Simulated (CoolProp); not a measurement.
A simple Rankine cycle with isobutane: condensing at 329.15 K, boiler at 1.87 MPa, turbine inlet 519.8 K, turbine efficiency 0.6, pump efficiency 0.6, no recuperator. Each further row changes one setting.

Values from CoolProp's reference Helmholtz-energy equation of state, Bücker 2006.

| case | thermal efficiency (%) | net work (kJ/kg) | heat in (kJ/kg) | turbine exit temperature (K) | volume ratio over the turbine |
|---|---|---|---|---|---|
| as stated | 4.4 | 31.7 | 720 | 501.7 | 2.38 |
| turbine inlet 539.8 K | 4.3 | 33.4 | 776 | 522.0 | 2.37 |
| condensing temperature 321.15 K | 5.3 | 39.2 | 741 | 498.1 | 2.89 |
| boiler pressure 1.31 MPa | 2.7 | 19.4 | 729 | 509.6 | 1.66 |
| turbine efficiency 0.5 | 3.6 | 25.8 | 720 | 504.0 | 2.39 |
